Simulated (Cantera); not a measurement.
# Thermodynamics of iron carbonyl, mercury and lead vapours, feed Pb + H2

Charge: 1 mol Pb, 2.1 mol H2, held at 875 °C.

These are equilibrium values from Cantera (NASA tables, ideal gas, pure condensed phases), not measurements of a reactor. Candidate condensed phases: Pb; 4 gas species. The numbers say what is thermodynamically allowed, not how fast it happens.

From 10.0 Pa to 52.0 Pa nothing is condensed. From 2.70 mbar to 10.0 bar the condensed part is Pb(l). The main Pb-bearing gas is Pb throughout.

```json
[
 {"P (Pa)": "10", "log p H2": "-4.17", "log p Pb": "-4.49", "log p H": "-9.23", "log p Pb2": "-10.10", "n Pb(l)": "0"},
 {"P (Pa)": "52", "log p H2": "-3.45", "log p Pb": "-3.78", "log p H": "-8.87", "log p Pb2": "-8.67", "n Pb(l)": "0"},
 {"P (Pa)": "270", "log p H2": "-2.62", "log p Pb": "-3.55", "log p H": "-8.45", "log p Pb2": "-8.22", "n Pb(l)": "0.756"},
 {"P (Pa)": "1400", "log p H2": "-1.86", "log p Pb": "-3.55", "log p H": "-8.07", "log p Pb2": "-8.22", "n Pb(l)": "0.957"},
 {"P (Pa)": "7200", "log p H2": "-1.14", "log p Pb": "-3.55", "log p H": "-7.72", "log p Pb2": "-8.22", "n Pb(l)": "0.992"},
 {"P (Pa)": "37000", "log p H2": "-0.43", "log p Pb": "-3.55", "log p H": "-7.36", "log p Pb2": "-8.22", "n Pb(l)": "0.998"},
 {"P (Pa)": "190000", "log p H2": "0.28", "log p Pb": "-3.55", "log p H": "-7.00", "log p Pb2": "-8.22", "n Pb(l)": "1.000"},
 {"P (Pa)": "1000000", "log p H2": "1.00", "log p Pb": "-3.55", "log p H": "-6.64", "log p Pb2": "-8.22", "n Pb(l)": "1.000"}
]
```
log p: log10 of the partial pressure in bar; n: condensed amount in mol.
